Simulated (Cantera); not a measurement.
A freely propagating, adiabatic, planar premixed flame of CH₄ : CO : O₂ : N₂ = 1 : 0.81 : 1.6 : 6.03 (molar parts), unburnt at 325 K and 3750 Torr; mixture-averaged transport, grid criteria slope 0.08 and curve 0.16, no radiation.

Cantera simulation using GRI-Mech 3.0 (53 species, 325 reactions); the numbers are that mechanism's predictions, not measurements. Burning velocities carry a grid error of a few per cent, more on coarse grids.

How do the results move with these cheaper or finer settings: unity-Lewis-number transport; multicomponent transport; multicomponent+Soret transport; grid criteria slope 0.5, curve 1; grid criteria slope 0.25, curve 0.5; grid criteria slope 0.03, curve 0.06?


```
setting                               laminar burning velocity  thermal thickness  peak x(HCN)  peak x(H₂)  grid points
------------------------------------  ------------------------  -----------------  -----------  ----------  -----------
as above                                             9.28 cm/s           0.330 mm      1.35e-5      0.0524          122
unity-Lewis-number transport                         7.26 cm/s           0.388 mm      1.64e-5      0.0515          121
multicomponent transport                             9.30 cm/s           0.335 mm      1.34e-5      0.0526          122
multicomponent+Soret transport                       9.35 cm/s           0.329 mm      1.43e-5      0.0514          123
grid criteria slope 0.5, curve 1                     9.92 cm/s           0.362 mm      1.21e-5      0.0537           31
grid criteria slope 0.25, curve 0.5                  9.57 cm/s           0.344 mm      1.29e-5      0.0530           47
grid criteria slope 0.03, curve 0.06                 9.11 cm/s           0.327 mm      1.36e-5      0.0519          322
```
The base run took roughly 5 core-seconds.
Unity Lewis numbers drop preferential diffusion, which matters most where H2 and H carry the flame; Soret adds thermal diffusion.
